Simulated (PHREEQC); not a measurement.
Dissolve 0.013 mol/kgw KH2PO4 and 4.6e-05 mol/kgw HNO3 at 25 °C. Closed to the air; pH follows from the charge balance.

Model: ion-association model, phreeqc.dat, run in PHREEQC.

Problem. The ionic strength comes out as 0.0131 mol/kgw. What activity coefficients do K+, NO3-, H+, H2PO4-, HPO4-2 get?

Solution. K+ 0.89, NO3- 0.89, H+ 0.90, H2PO4- 0.90, HPO4-2 0.64.

No solid was allowed to form. Species that the database lacks are ignored.
